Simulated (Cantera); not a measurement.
Source: NASA polynomial tables (part measured, part estimated), evaluated in Cantera. Values are per mole of reaction as written; species without (g) are pure solids or liquids, kept so even where they would boil at 1 bar.

Ta2O5 + 5 N2O(g) = 2 Ta + 10 NO(g)

```tsv
T (K)	ΔH° (kJ)	ΔS° (J/K)	ΔG° (kJ)	log10 K
450	2550.4	947.1	2124.2	-246.57
600	2545.7	938.1	1982.8	-172.62
750	2538.6	927.6	1842.9	-128.35
900	2530.2	917.4	1704.5	-98.93
1050	2520.9	907.9	1567.6	-77.98
1200	2511.1	899.1	1432.1	-62.34
1350	2500.8	891.1	1297.9	-50.22
1500	2490.2	883.6	1164.8	-40.56
1650	?	?	?	?
1800	2468.4	870.4	901.7	-26.17
1950	?	?	?	?
```

Q: Some entries are withheld; supply them.

A: 
- 1650, ΔH° (kJ): 2479.4
- 1650, ΔS° (J/K): 876.8
- 1650, ΔG° (kJ): 1032.7
- 1650, log10 K: -32.69
- 1950, ΔH° (kJ): 2457.2
- 1950, ΔS° (J/K): 864.4
- 1950, ΔG° (kJ): 771.6
- 1950, log10 K: -20.67
